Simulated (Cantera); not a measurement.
An isothermal, constant-pressure homogeneous reactor starts with NH₃ : N₂ = 1 : 0.1 (molar parts), at 2423 K and 22000 Pa.

Model: the gas-phase N/H chemistry of the illustrative SiF4/NH3 mechanism in the Surface Chemkin manual (1991), integrated in Cantera. Walls and surfaces, which speed up NH3 decomposition in real reactors, are not modelled.

One state of this run: x NH₃ = 2.01e-6; x NH = 2.61e-7; x H₂ = 0.687; x H = 0.0315; x N = 4.20e-7; x N₂H₂ = 1.86e-12. x: mole fraction; the columns are a selection and need not sum to one.

Question: Which value of t (s) does it belong to?
A) 0.119
B) 7.00e-5
C) 0.0412
D) 0.345

Answer: A, 0.119
